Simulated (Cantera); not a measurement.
Input: 1 mol Si, 0.0011 mol H₂O, 8.8 mol N₂, held at 1598.15 K and 3.00e-6 bar.

Cantera equilibrium calculation (NASA polynomials, part measured and part estimated; ideal gas, pure solids and liquids). Candidate condensed phases: H₂O, Si, SiO₂, Si₂N₂O, Si₃N₄; 35 gas species. The tables' values for SiN are old estimates; treat these amounts as uncertain. The numbers say what is thermodynamically allowed, not how fast it happens.

Base state: N₂ 0.968, Si 0.0313, H 0.000176, SiO 0.000121, Si₂N 7.74e-5, Si₂ 7.70e-5, SiN 4.62e-5, H₂ 3.27e-5 (mole fractions); condensed: Si(s).

Q: What changes in the equilibrium state with this change: pressure from 3.00e-6 bar to 0.00990 bar?

A: 
```tsv
species	before	after
N₂	0.968	1.000
SiO	0.000121	0.000135
H₂	3.27e-5	0.000132
Si	0.0313	9.00e-7
H	0.000176	6.16e-6
Si₂	7.70e-5	<1e-9
Si₃	1.68e-5	<1e-9
Si₂N	7.74e-5	1.24e-8
SiN	4.62e-5	7.77e-8
Si(s), mol	0.711	0
Si₃N₄(s), mol	0	0.333
```
